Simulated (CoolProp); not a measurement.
The numbers come from the reference Helmholtz-energy equation of state, Wu 2011 in CoolProp.

### Question
For dimethyl ether, give the phase and the density (kg/m³), cp (kJ/(kg K)), expansivity (1/kK) at 255.4 K and 0.267 MPa; 255.4 K and 5.75 MPa; 255.4 K and 26.7 MPa.

### Answer
- 255.4 K and 0.267 MPa: liquid; density 726, cp 2.26, expansivity 1.93
- 255.4 K and 5.75 MPa: liquid; density 732, cp 2.24, expansivity 1.83
- 255.4 K and 26.7 MPa: liquid; density 753, cp 2.18, expansivity 1.54
